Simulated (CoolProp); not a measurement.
Vapour-liquid equilibrium of ethane (1) + n-butane (2) at 250 K; x and y are mole fractions of (1).

The numbers come from the multi-fluid Helmholtz-energy mixture model, Bücker 2006 and Bücker 2006; pair parameters Kunz 2012 in CoolProp.

```csv
x,"bubble pressure, mixture model (bar)","bubble pressure, Raoult's law (bar)","y, mixture model","y, Raoult's law"
0.05,0.9359,1.022,0.592,0.636
0.15,2.072,2.284,0.827,0.854
0.25,3.255,3.546,?,0.917
0.35,?,4.807,0.932,0.947
0.45,5.698,6.069,0.952,0.965
0.55,?,7.331,0.966,0.976
0.65,8.194,8.593,0.976,0.984
0.75,?,9.854,0.983,0.990
0.85,10.80,11.12,0.990,0.995
0.95,12.23,12.38,0.997,0.998
```

Q: Some entries are withheld; supply them.

A: 
- 0.25, y, mixture model: 0.898
- 0.35, bubble pressure, mixture model (bar): 4.468
- 0.55, bubble pressure, mixture model (bar): 6.940
- 0.75, bubble pressure, mixture model (bar): 9.474

The largest gap from Raoult's law is -9.3 % in bubble pressure, at x = 0.15. No azeotrope shows between x = 0.05 and 0.95.

The pair parameters rest on a limited set of measurements; away from them the model extrapolates.
